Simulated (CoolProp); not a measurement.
Vapour-liquid equilibrium of isopentane (1) + toluene (2) at 388.2 K; x and y are mole fractions of (1).

The numbers come from the multi-fluid Helmholtz-energy mixture model, Lemmon 2006 and Lemmon 2006; pair parameters Bell 2016 in CoolProp.

```tsv
x	bubble pressure, mixture model (MPa)	bubble pressure, Raoult's law (MPa)	y, mixture model	y, Raoult's law
0.05	0.1650	0.1583	(withheld)	0.311
0.15	0.2673	0.2454	0.613	0.602
0.25	0.3676	0.3326	0.741	0.741
0.35	0.4622	0.4197	0.812	0.822
0.45	0.5494	0.5068	0.857	0.875
0.55	(withheld)	0.5939	(withheld)	0.913
0.65	0.7055	0.6810	0.916	0.941
0.75	0.7796	0.7681	0.939	0.963
0.85	0.8563	0.8552	(withheld)	0.980
0.95	(withheld)	0.9423	0.986	0.994
```

Q: Complete the blanks.

A: 
- 0.05, y, mixture model: 0.326
- 0.55, bubble pressure, mixture model (MPa): 0.6298
- 0.55, y, mixture model: 0.890
- 0.85, y, mixture model: 0.962
- 0.95, bubble pressure, mixture model (MPa): 0.9399

The largest gap from Raoult's law is +10.5 % in bubble pressure, at x = 0.25. No azeotrope shows between x = 0.05 and 0.95.

The pair parameters rest on a limited set of measurements; away from them the model extrapolates.
